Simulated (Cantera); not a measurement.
A freely propagating, adiabatic, planar premixed flame of 29.2 % H2, 12.2 % O2, 52.2 % N2, 6.42 % H2O, equivalence ratio 1.2, unburnt at 625 K and 610000 Pa; multicomponent transport, grid criteria slope 0.08 and curve 0.16, no radiation.

Detailed kinetics in Cantera: the H2/O2 subset of GRI-Mech 3.0, which has no nitrogen chemistry. The hydrogen kinetics of GRI-Mech 3.0 are dated; newer H2 mechanisms differ, most at raised pressure. Burning velocities carry a grid error of a few per cent, more on coarse grids.

x: mole fraction of selected species; z is measured from the peak of heat release.

| z (mm) | T (K) | u (m/s) | x H2 | x O2 | x H2O | x H | x HO2 | x OH |
|---|---|---|---|---|---|---|---|---|
| -0.136 | 625 | 5.92 | 0.292 | 0.122 | 0.0642 | <1e-8 | <1e-8 | <1e-8 |
| -0.0907 | 625 | 5.92 | 0.292 | 0.122 | 0.0642 | <1e-8 | 2.61e-8 | <1e-8 |
| -0.0680 | 625 | 5.92 | 0.291 | 0.122 | 0.0643 | <1e-8 | 3.49e-7 | <1e-8 |
| -0.0454 | 627 | 5.92 | 0.289 | 0.122 | 0.0645 | <1e-8 | 6.33e-6 | <1e-8 |
| -0.0227 | (withheld) | 6.30 | 0.271 | 0.123 | 0.0693 | 3.78e-5 | 0.000570 | 3.21e-5 |
| -0.0113 | (withheld) | 8.57 | 0.229 | 0.114 | 0.100 | 0.00199 | 0.00100 | 0.000867 |
| 0 | (withheld) | 12.0 | 0.162 | 0.0830 | 0.172 | 0.0120 | 0.000456 | 0.00266 |
| 0.0113 | (withheld) | 14.5 | 0.104 | 0.0448 | 0.244 | 0.0228 | 0.000199 | 0.00627 |
| 0.0227 | (withheld) | 15.8 | 0.0763 | 0.0230 | 0.284 | 0.0260 | 8.97e-5 | 0.00946 |
| 0.0454 | 2010 | 17.1 | 0.0619 | 0.00991 | 0.309 | 0.0220 | 3.36e-5 | 0.0116 |
| 0.0907 | 2145 | 18.1 | 0.0577 | 0.00532 | 0.323 | 0.0147 | 1.56e-5 | 0.0106 |
| 0.181 | 2246 | 18.8 | 0.0548 | 0.00279 | 0.334 | 0.00894 | 6.96e-6 | 0.00814 |
| 0.363 | 2310 | 19.3 | 0.0525 | 0.00128 | 0.341 | 0.00533 | 2.68e-6 | 0.00567 |

**Question.** Complete the blanks.

**Answer.** 
- -0.0227, T (K): 681
- -0.0113, T (K): 958
- 0, T (K): 1380
- 0.0113, T (K): 1682
- 0.0227, T (K): 1848
